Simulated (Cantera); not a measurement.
An isothermal, constant-pressure homogeneous reactor starts with NH3 : N2 = 1 : 0.16 (molar parts), at 1625 K and 47000 Pa.

Cantera simulation using the gas-phase N/H chemistry of the illustrative SiF4/NH3 mechanism in the Surface Chemkin manual (1991); the numbers are that mechanism's predictions, not measurements. Walls and surfaces, which speed up NH3 decomposition in real reactors, are not modelled.

One state of this run: x NH3 = 0.370; x N2H4 = 4.32e-8; x H = 2.97e-5; x NH = 3.44e-7; x N2 = 0.234; x H2 = 0.396; x N2H2 = 2.08e-7. x: mole fraction; the columns are a selection and need not sum to one.

Which value of t (s) does it belong to?
(A) 0.0262
(B) 65.4
(C) 7.00
(D) 0.000300

C, 7.00
